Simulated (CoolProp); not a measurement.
Vapour-liquid equilibrium of methanol (1) + ethanol (2) at 47.3 kPa; x and y are mole fractions of (1).

Computed with CoolProp (multi-fluid Helmholtz-energy mixture model, de Reuck 1993 and Schroeder 2014; pair parameters Bell 2016).

### Question
Give the bubble temperature and the first vapour's composition at x = 0.2, 0.5, 0.65. Is there an azeotrope?

### Answer
x = 0.2: 330.0 K, y = 0.309; x = 0.5: 325.8 K, y = 0.642; x = 0.65: 323.8 K, y = 0.772. No azeotrope shows between x = 0.05 and 0.95.

Pair parameters are fitted to limited data, so mixtures are less certain than the pure fluids.
